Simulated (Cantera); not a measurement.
An adiabatic, constant-volume homogeneous reactor starts with H2 : O2 : N2 : NO = 1 : 1.11 : 4.18 : 0.016 (molar parts), at 1748 K and 9.87 atm. Integrator tolerance rtol = 1e-08.

Model: GRI-Mech 3.0 (53 species, 325 reactions), integrated in Cantera. The hydrogen kinetics of GRI-Mech 3.0 are dated; newer H2 mechanisms differ, most at raised pressure.

```tsv
quantity	before	after
time of steepest temperature rise	0.760 µs	0.675 µs
temperature at 1.00 s	2848 K	2783 K
equilibrium temperature	2848 K	2783 K
x(H2) at 1.00 s	0.00357 (gas-phase equilibrium 0.00357)	0.00210 (gas-phase equilibrium 0.00210)
x(O2) at 1.00 s	0.0881 (gas-phase equilibrium 0.0881)	0.142 (gas-phase equilibrium 0.142)
x(NO) at 1.00 s	0.0241 (gas-phase equilibrium 0.0241)	0.0270 (gas-phase equilibrium 0.0270)
x(N2) at 1.00 s	0.702 (gas-phase equilibrium 0.702)	0.656 (gas-phase equilibrium 0.656)
x(N2O) at 1.00 s	4.98e-6 (gas-phase equilibrium 4.98e-6)	5.33e-6 (gas-phase equilibrium 5.33e-6)
x(NO2) at 1.00 s	3.93e-5 (gas-phase equilibrium 3.93e-5)	5.84e-5 (gas-phase equilibrium 5.84e-5)
```

### Question
What was changed between the two runs?
A. initial temperature 1748 to 1798 K
B. pressure from 9.87 atm to 3.65 atm
C. pressure from 9.87 atm to 0.987 atm
D. O2 1.11 to 1.5 parts

### Answer
D, O2 1.11 to 1.5 parts
